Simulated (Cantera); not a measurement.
What does this Cantera script print?

```python
import numpy as np
import cantera as ct

gas = ct.Solution("gri30.yaml")


def delay(T, t_max=10):
    gas.TPX = T, 1900000, {'C3H8': 1, 'O2': 3.12, 'N2': 11.8}
    reactor = ct.IdealGasConstPressureReactor(gas, clone=False)
    net = ct.ReactorNet([reactor])
    net.rtol, net.atol = 1e-8, 1e-16
    while net.time < t_max:
        t_old, T_old = net.time, reactor.T
        net.step()
        if reactor.T > T + 400:  # ignition: a rise of 400 K
            return t_old + (T + 400 - T_old) / (reactor.T - T_old) * (net.time - t_old)
    return np.nan


taus = []
for T in [1000, 1075, 1150, 1225, 1300, 1375, 1450, 1525, 1600, 1675]:
    taus.append(delay(T))
    print(f"T0 = {T:6g} K   tau = {taus[-1]:.4e} s")
```

Output:

```
T0 =   1000 K   tau = 3.9488e-02 s
T0 =   1075 K   tau = 9.9745e-03 s
T0 =   1150 K   tau = 2.6356e-03 s
T0 =   1225 K   tau = 7.1939e-04 s
T0 =   1300 K   tau = 2.0954e-04 s
T0 =   1375 K   tau = 6.8009e-05 s
T0 =   1450 K   tau = 2.5318e-05 s
T0 =   1525 K   tau = 1.0892e-05 s
T0 =   1600 K   tau = 5.3675e-06 s
T0 =   1675 K   tau = 2.9799e-06 s
```

Model: GRI-Mech 3.0 (53 species, 325 reactions), integrated in Cantera. GRI-Mech 3.0 was tuned for natural gas; its chemistry of propane as a main component is partial and can be far from experiment. The pressure lies above the range GRI-Mech 3.0 was tuned for (to about 10 atm).
